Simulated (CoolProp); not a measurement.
CH3F (R41) along the isotherm 85.55 °C: fugacity coefficient from the reference equation and from simpler models built on Tc = 44.1 °C, pc = 5.906 MPa, ω = 0.200; each cubic takes its own stable root.

The numbers come from the reference Helmholtz-energy equation of state, Lemmon 2006 in CoolProp. It is a short technical equation, of lower accuracy than the large ones.

| p (MPa) | phase | reference |
|---|---|---|
| 5.37 | gas | 0.7798 |
| 10.7 | supercritical | 0.5954 |
| 16.1 | supercritical | 0.4680 |
| 21.5 | supercritical | 0.3978 |
| 26.8 | supercritical | 0.3570 |
| 32.2 | supercritical | 0.3306 |
| 37.6 | supercritical | 0.3136 |
| 43 | supercritical | 0.3026 |
| 48.3 | supercritical | 0.2959 |
| 53.7 | supercritical | 0.2921 |
| 59.1 | supercritical | 0.2908 |

How far does each simpler model (van der Waals, Redlich-Kwong) lie from the reference over these 11 states: mean and median of the absolute difference, and the worst?


- van der Waals: mean 26.5 %, median 24.5 %, worst +59.2 % at 85.55 °C and 59.1 MPa
- Redlich-Kwong: mean 14.7 %, median 15.2 %, worst +27.6 % at 85.55 °C and 59.1 MPa
